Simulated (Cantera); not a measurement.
Input (Python, Cantera) and output of one run.

```python
import numpy as np
import cantera as ct

gas_names = """
    H HO2 H2 H2O H2O2 O OH O2 O3 V VO VO2
""".split()
cond_names = """
    H2O(s) H2O(L) V(cr) V(L) VO(s) VO(L) V2O3(s) V2O3(L) V2O4(I) V2O4(II) V2O4(L) V2O5(s) V2O5(L)
""".split()


# ... load() reads the species with a 1 bar reference pressure and builds the phases ...
atoms = {
    'V2O3': {'V': 2, 'O': 3},
    'H2': {'H': 2},
    'H2O': {'H': 2, 'O': 1},
}
top_T = {}  # K; cautious upper limits of use, not melting points


# ... equilibrate(T, P, feed) seeds the gas with the atoms and calls Mixture.equilibrate('TP', solver="vcs", rtol=1e-11, max_steps=5000) ...
results = []
P = 1333.22  # Pa
for T in [1698, 1748, 1798, 1848, 1898, 1948, 1998, 2048, 2098, 2148, 2198]:
    for m in [15, 21, 30, 42, 58, 82, 120, 160, 230, 320, 450, 630, 880]:
        feed = {'V2O3': 1, 'H2': m, 'H2O': 0.14}  # mol
        mix = equilibrate(T, P, feed)
        results.append((T, P, feed, dict(zip(mix.species_names, mix.species_moles))))

for T, P, feed, n in results:
    print(f"{T:7g} {feed['H2']:10.4g}  " + (" + ".join(c for c in cond_names if n.get(c, 0) > 1e-12) or "gas only"))
```

Result:

```
   1698         15  VO(s) + V2O3(s)
   1698         21  VO(s) + V2O3(s)
   1698         30  VO(s) + V2O3(s)
   1698         42  VO(s) + V2O3(s)
   1698         58  VO(s) + V2O3(s)
   1698         82  VO(s) + V2O3(s)
   1698        120  VO(s)
   1698        160  VO(s)
   1698        230  VO(s)
   1698        320  VO(s)
   1698        450  VO(s)
   1698        630  VO(s)
   1698        880  VO(s)
   1748         15  VO(s) + V2O3(s)
   1748         21  VO(s) + V2O3(s)
   1748         30  VO(s) + V2O3(s)
   1748         42  VO(s) + V2O3(s)
   1748         58  VO(s) + V2O3(s)
   1748         82  VO(s) + V2O3(s)
   1748        120  VO(s)
   1748        160  VO(s)
   1748        230  VO(s)
   1748        320  VO(s)
   1748        450  VO(s)
   1748        630  VO(s)
   1748        880  VO(s)
   1798         15  VO(s) + V2O3(s)
   1798         21  VO(s) + V2O3(s)
   1798         30  VO(s) + V2O3(s)
   1798         42  VO(s) + V2O3(s)
   1798         58  VO(s) + V2O3(s)
   1798         82  VO(s)
   1798        120  VO(s)
   1798        160  VO(s)
   1798        230  VO(s)
   1798        320  VO(s)
   1798        450  VO(s)
   1798        630  VO(s)
   1798        880  VO(s)
   1848         15  VO(s) + V2O3(s)
   1848         21  VO(s) + V2O3(s)
   1848         30  VO(s) + V2O3(s)
   1848         42  VO(s) + V2O3(s)
   1848         58  VO(s) + V2O3(s)
   1848         82  VO(s)
   1848        120  VO(s)
   1848        160  VO(s)
   1848        230  VO(s)
   1848        320  VO(s)
   1848        450  VO(s)
   1848        630  VO(s)
   1848        880  VO(s)
   1898         15  VO(s) + V2O3(s)
   1898         21  VO(s) + V2O3(s)
   1898         30  VO(s) + V2O3(s)
   1898         42  VO(s) + V2O3(s)
   1898         58  VO(s)
   1898         82  VO(s)
   1898        120  VO(s)
   1898        160  VO(s)
   1898        230  VO(s)
   1898        320  VO(s)
   1898        450  VO(s)
   1898        630  VO(s)
   1898        880  VO(s)
   1948         15  VO(s) + V2O3(s)
   1948         21  VO(s) + V2O3(s)
   1948         30  VO(s) + V2O3(s)
   1948         42  VO(s) + V2O3(s)
   1948         58  VO(s)
   1948         82  VO(s)
   1948        120  VO(s)
   1948        160  VO(s)
   1948        230  VO(s)
   1948        320  VO(s)
   1948        450  VO(s)
   1948        630  VO(s)
   1948        880  VO(s)
   1998         15  VO(s) + V2O3(s)
   1998         21  VO(s) + V2O3(s)
   1998         30  VO(s) + V2O3(s)
   1998         42  VO(s)
   1998         58  VO(s)
   1998         82  VO(s)
   1998        120  VO(s)
   1998        160  VO(s)
   1998        230  VO(s)
   1998        320  VO(s)
   1998        450  VO(s)
   1998        630  VO(s)
   1998        880  VO(s)
   2048         15  VO(s) + V2O3(s)
   2048         21  VO(s) + V2O3(s)
   2048         30  VO(s) + V2O3(s)
   2048         42  VO(s)
   2048         58  VO(s)
   2048         82  VO(s)
   2048        120  VO(s)
   2048        160  VO(s)
   2048        230  VO(s)
   2048        320  VO(s)
   2048        450  VO(s)
   2048        630  VO(s)
   2048        880  VO(s)
   2098         15  VO(L) + V2O3(s)
   2098         21  VO(L) + V2O3(s)
   2098         30  VO(L)
   2098         42  VO(L)
   2098         58  VO(L)
   2098         82  VO(L)
   2098        120  VO(L)
   2098        160  VO(L)
   2098        230  VO(L)
   2098        320  VO(L)
   2098        450  VO(L)
   2098        630  VO(L)
   2098        880  VO(L)
   2148         15  VO(L) + V2O3(s)
   2148         21  VO(L)
   2148         30  VO(L)
   2148         42  VO(L)
   2148         58  VO(L)
   2148         82  VO(L)
   2148        120  VO(L)
   2148        160  VO(L)
   2148        230  VO(L)
   2148        320  VO(L)
   2148        450  VO(L)
   2148        630  VO(L)
   2148        880  VO(L)
   2198         15  VO(L)
   2198         21  VO(L)
   2198         30  VO(L)
   2198         42  VO(L)
   2198         58  VO(L)
   2198         82  VO(L)
   2198        120  VO(L)
   2198        160  VO(L)
   2198        230  VO(L)
   2198        320  VO(L)
   2198        450  VO(L)
   2198        630  gas only
   2198        880  gas only
```

Method: chemical equilibrium by Gibbs-energy minimisation in Cantera with the NASA 1993 tables (ideal gas, pure condensed phases). Mutual solubility and eutectic melting of coexisting phases are not modelled. VO: taken at fixed stoichiometry. Condensed phases not in the tables: the oxides between V2O3 and V2O5 other than VO2.
